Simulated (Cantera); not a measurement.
**Premixed flame**

A freely propagating, adiabatic, planar premixed flame of H₂ : O₂ : N₂ = 1 : 0.5 : 1.88 (molar parts), equivalence ratio 1.0, unburnt at 373 K and 31000 Pa; mixture-averaged transport, grid criteria slope 0.08 and curve 0.16, no radiation.

Cantera simulation using the H2/O2 subset of GRI-Mech 3.0, which has no nitrogen chemistry; the numbers are that mechanism's predictions, not measurements. Burning velocities carry a grid error of a few per cent, more on coarse grids.

| z (mm) | T (K) | u (m/s) | x H₂ | x O₂ | x OH | x H₂O₂ | x H₂O | x H |
|---|---|---|---|---|---|---|---|---|
| -5.47 | 373 | 3.05 | 0.296 | 0.148 | <1e-8 | <1e-8 | <1e-8 | <1e-8 |
| -3.65 | 373 | 3.05 | 0.296 | 0.148 | <1e-8 | <1e-8 | <1e-8 | <1e-8 |
| -2.74 | 373 | 3.05 | 0.296 | 0.148 | <1e-8 | <1e-8 | <1e-8 | <1e-8 |
| -1.82 | 373 | 3.05 | 0.296 | 0.148 | <1e-8 | <1e-8 | <1e-8 | <1e-8 |
| -0.912 | 376 | 3.07 | 0.294 | 0.148 | 1.81e-6 | 1.03e-6 | 4.44e-5 | 1.83e-6 |
| -0.456 | 574 | 4.57 | 0.265 | 0.146 | 0.000837 | 4.51e-5 | 0.0136 | 0.00318 |
| 0 | 1061 | 8.14 | 0.158 | 0.110 | 0.00219 | 2.06e-6 | 0.0984 | 0.0365 |
| 0.456 | 1387 | 10.5 | 0.0620 | 0.0476 | 0.00745 | 1.82e-6 | 0.208 | 0.0637 |
| 0.912 | 1531 | 11.5 | 0.0458 | 0.0326 | 0.0104 | 1.25e-6 | 0.234 | 0.0602 |
| 1.82 | 1683 | 12.5 | 0.0448 | 0.0279 | 0.0130 | 6.74e-7 | 0.245 | 0.0480 |
| 3.65 | 1840 | 13.6 | 0.0436 | 0.0241 | 0.0150 | 3.41e-7 | 0.256 | 0.0353 |
| 7.30 | 1992 | 14.5 | 0.0402 | 0.0203 | 0.0158 | 1.87e-7 | 0.269 | 0.0241 |
| 14.6 | 2132 | 15.4 | 0.0348 | 0.0164 | 0.0154 | 1.18e-7 | 0.283 | 0.0151 |
x: mole fraction of selected species; z is measured from the peak of heat release.

```yaml
laminar_burning_velocity: 305 cm/s
thermal_thickness: 1.82 mm
peak x(OH): 0.0159
peak x(H₂O₂): 4.59e-5
peak x(H): 0.0642
grid_points: 129
```
